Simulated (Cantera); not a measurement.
A closed system holds: 1 mol SiH₂Cl₂, 0.64 mol C₃H₈, 3.3 mol H₂, equilibrated at 2225 °C and 1.33 mbar.

Equilibrium computed with Cantera from the NASA thermochemical tables; the gas is ideal and each condensed phase is pure. Candidate condensed phases: C, C₆H₆, C₇H₈, C₈H₁₈, Si, SiC; 109 gas species. The tables' values for SiCl are old estimates; treat these amounts as uncertain. Kinetics and transport are ignored.

Base state: H 0.399, H₂ 0.341, HCl 0.0928, Cl 0.0766, Si 0.0652, SiC₂ 0.0168, C₂H₂ (acetylene) 0.00367, SiCl 0.00163 (mole fractions); condensed: C(graphite).

Q: What changes in the equilibrium state with this change: SiH₂Cl₂ replaced by SiCl₄?

A: 
```json
[
 {"species": "H", "before": "0.399", "after": "0.337"},
 {"species": "H₂", "before": "0.341", "after": "0.244"},
 {"species": "HCl", "before": "0.0928", "after": "0.167"},
 {"species": "Cl", "before": "0.0766", "after": "0.164"},
 {"species": "Si", "before": "0.0652", "after": "0.0614"},
 {"species": "SiC₂", "before": "0.0168", "after": "0.0158"},
 {"species": "SiCl₂", "before": "0.000690", "after": "0.00297"},
 {"species": "SiCl", "before": "0.00163", "after": "0.00329"},
 {"species": "C₂HCl", "before": "1.14e-5", "after": "2.05e-5"},
 {"species": "C₂H₂ (acetylene)", "before": "0.00367", "after": "0.00262"},
 {"species": "C₄H₂", "before": "1.62e-5", "after": "1.16e-5"},
 {"species": "C(graphite), mol", "before": "1.41", "after": "1.46"}
]
```
